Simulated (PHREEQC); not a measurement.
Solution (37 °C): 0.17 mol/kgw CaCl2, 0.00015 mol/kgw NaF and 5.3e-05 mol/kgw KCl. Closed to the air; pH follows from the charge balance.

Computed with PHREEQC (ion-association model, phreeqc.dat).

No solid was allowed to form.

What pH, density, activity of water does the model give?

pH 6.75; density 1.008 g/cm³; activity of water 0.991.

The solution is supersaturated, for example in Fluorite, so a real one may precipitate; this is no full list. Constants without temperature data keep their 25 °C values here.
